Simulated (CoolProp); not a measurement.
Vapour-liquid equilibrium of CHF3 (R23) (1) + R13 (2) at 940 kPa; x and y are mole fractions of (1).

Model: multi-fluid Helmholtz-energy mixture model, Penoncello 2003 and Platzer 1990; pair parameters Bell 2016, in CoolProp. This equation is an older, rougher fit; its heat capacities, sound speeds and derivatives of the liquid may be far off and weren't checked against measurements.

Question: Give the bubble temperature and the first vapour's composition at x = 0.05, 0.55, 0.65. Is there an azeotrope?

Answer: x = 0.05: 244.2 K, y = 0.105; x = 0.55: 236.3 K, y = 0.564; x = 0.65: 236.4 K, y = 0.627. y crosses x between x = 0.55 and 0.65: the model has an azeotrope there.

The pair parameters rest on a limited set of measurements; away from them the model extrapolates.
